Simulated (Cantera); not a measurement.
Input: 1 mol Si, 1.2 mol HCl, 7.3 mol H₂, equilibrated at 1598.15 K.

Equilibrium computed with Cantera from the NASA thermochemical tables; the gas is ideal and each condensed phase is pure. Candidate condensed phases: Si; 19 gas species. The tables' values for SiCl₃ are old estimates; treat these amounts as uncertain. Gases not in the tables: Si₂H₆ and higher silanes. Kinetics and transport are ignored.

x: gas mole fraction; n: condensed amount in mol.

```
P (Pa)    x H₂   x HCl  x SiCl₂  x SiHCl₃  x SiH₂Cl₂  n Si(s)
-------  -----  ------  -------  --------  ---------  -------
10000    0.888  0.0833   0.0269  0.000152        ___    0.760
26000    0.889  0.0821   0.0261  0.000376        ___    0.759
67000    0.891  0.0799   0.0246  0.000890        ___    0.757
170000   0.895  0.0761   0.0223   0.00195        ___    0.753
450000   0.900  0.0699   0.0187   0.00397        ___    0.746
1200000  0.907  0.0614   0.0143   0.00712        ___    0.732
3000000  0.913  0.0521   0.0102    0.0108        ___    0.712
```

Question: Fill in the missing entries.

Answer: 
- 10000, x SiH₂Cl₂: 3.87e-5
- 26000, x SiH₂Cl₂: 9.76e-5
- 67000, x SiH₂Cl₂: 0.000238
- 170000, x SiH₂Cl₂: 0.000548
- 450000, x SiH₂Cl₂: 0.00123
- 1200000, x SiH₂Cl₂: 0.00252
- 3000000, x SiH₂Cl₂: 0.00453
